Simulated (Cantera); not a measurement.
A closed system holds: 1 mol trisilylamine, 0.46 mol NH3, 76 mol N2, at 2100 K.

Equilibrium computed with Cantera from the NASA thermochemical tables; the gas is ideal and each condensed phase is pure. Candidate condensed phases: Si, Si3N4; 18 gas species. The feed counts by its element totals alone. The tables' values for SiN are old estimates; treat these amounts as uncertain. Gases not in the tables: Si2H6 and higher silanes. Rates play no part.

x: gas mole fraction; n: condensed amount in mol.

| P (Pa) | x N2 | x H | x H2 | x Si | x Si2N | x SiN | n Si(l) | n Si3N4(s) |
|---|---|---|---|---|---|---|---|---|
| 5 | 0.872 | 0.0690 | 0.0245 | 0.0340 | 7.14e-7 | 4.66e-5 | 0 | 0 |
| 17 | 0.883 | 0.0458 | 0.0368 | 0.0343 | 4.58e-6 | 8.73e-5 | 0 | 0 |
| 59 | 0.891 | (withheld) | (withheld) | 0.0344 | (withheld) | 0.000164 | 0 | 0 |
| 210 | 0.897 | 0.0156 | 0.0528 | 0.0337 | 0.000193 | 0.000303 | 0 | 0 |
| 710 | 0.914 | (withheld) | 0.0573 | (withheld) | (withheld) | 0.000314 | (withheld) | 0 |
| 2400 | 0.929 | 0.00494 | 0.0603 | 0.00556 | 0.000207 | 0.000172 | 2.47 | 0 |
| 8400 | 0.934 | 0.00267 | 0.0618 | 0.00159 | 0.000111 | 9.23e-5 | 2.83 | 0 |
| 29000 | 0.935 | 0.00145 | 0.0625 | 0.000460 | 5.97e-5 | 4.97e-5 | 2.94 | 0 |
| 100000 | 0.935 | 0.000791 | 0.0645 | 9.62e-5 | 1.67e-5 | 1.93e-5 | 0 | 0.995 |

Task: What belongs in the gaps?

Result: 
- 710, x H: 0.00885
- 710, x Si: 0.0188
- 710, x Si2N: 0.000377
- 710, n Si(l): 1.26
- 59, x H: 0.0276
- 59, x H2: 0.0464
- 59, x Si2N: 2.99e-5
